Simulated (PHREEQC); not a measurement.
**Alkaline etch or developer: an equilibrium model**

Dissolve 0.024 mol NaOH and 0.0035 mol K2SiO3 per kg of water at 10 °C. Closed to the air; pH follows from the charge balance.

Model: ion-association model, phreeqc.dat, run in PHREEQC.

* **pH**: 12.88
* **ionic strength**: 0.0318 mol/kgw
* **total alkalinity**: 31.0 meq/kg

| species | molality | activity | log γ |
|---|---|---|---|
| OH- | 0.0267 | 0.0226 | -0.074 |
| Na+ | 0.0240 | 0.0205 | -0.069 |
| K+ | 0.00700 | 0.00591 | -0.073 |
| H3SiO4- | 0.00272 | 0.00231 | -0.072 |
| H2SiO4-2 | 0.000771 | 0.000414 | -0.270 |
| H4SiO4 | 3.60e-6 | 3.63e-6 | 0.003 |

This is a speciation only: nothing precipitates in the calculation. At this temperature some constants are extrapolated from 25 °C, and those without enthalpy data are left unchanged.
